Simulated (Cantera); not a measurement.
Equilibrium for iron carbonyl, mercury and lead vapours: Pb + H2 + O2

Charge: 1 mol Pb, 1.2 mol H2, 1.6 mol O2, equilibrated at 202 °C.

Cantera equilibrium calculation (NASA polynomials, part measured and part estimated; ideal gas, pure solids and liquids). Candidate condensed phases: H2O, Pb, PbO, PbO2, Pb3O4; 12 gas species. Equilibrium is a limit: real reactors are often held back by kinetics, nucleation or transport.

```json
[
 {"P (Pa)": "10", "log p H2O": "-4.15", "log p O2": "-4.53", "n PbO(red)": "1.00", "n Pb3O4(s)": "0", "n PbO2(s)": "0"},
 {"P (Pa)": "52", "log p H2O": "-3.39", "log p O2": "-3.95", "n PbO(red)": "0", "n Pb3O4(s)": "0.333", "n PbO2(s)": "0"},
 {"P (Pa)": "270", "log p H2O": "-2.68", "log p O2": "-3.23", "n PbO(red)": "0", "n Pb3O4(s)": "0.333", "n PbO2(s)": "0"},
 {"P (Pa)": "1400", "log p H2O": "-1.96", "log p O2": "-2.52", "n PbO(red)": "0", "n Pb3O4(s)": "0.333", "n PbO2(s)": "0"},
 {"P (Pa)": "7200", "log p H2O": "-1.25", "log p O2": "-1.81", "n PbO(red)": "0", "n Pb3O4(s)": "0.333", "n PbO2(s)": "0"},
 {"P (Pa)": "37000", "log p H2O": "-0.54", "log p O2": "-1.09", "n PbO(red)": "0", "n Pb3O4(s)": "0.333", "n PbO2(s)": "0"},
 {"P (Pa)": "190000", "log p H2O": "0.25", "log p O2": "-0.98", "n PbO(red)": "0", "n Pb3O4(s)": "0.0703", "n PbO2(s)": "0.789"},
 {"P (Pa)": "1000000", "log p H2O": "1.00", "log p O2": "-0.98", "n PbO(red)": "0", "n Pb3O4(s)": "0.0128", "n PbO2(s)": "0.962"}
]
```
log p: log10 of the partial pressure in bar; n: condensed amount in mol.

At 10.0 Pa the condensed part is PbO(red). From 52.0 Pa to 0.370 bar the condensed part is Pb3O4(s). From 1.90 bar to 10.0 bar the condensed part is PbO2(s) + Pb3O4(s).
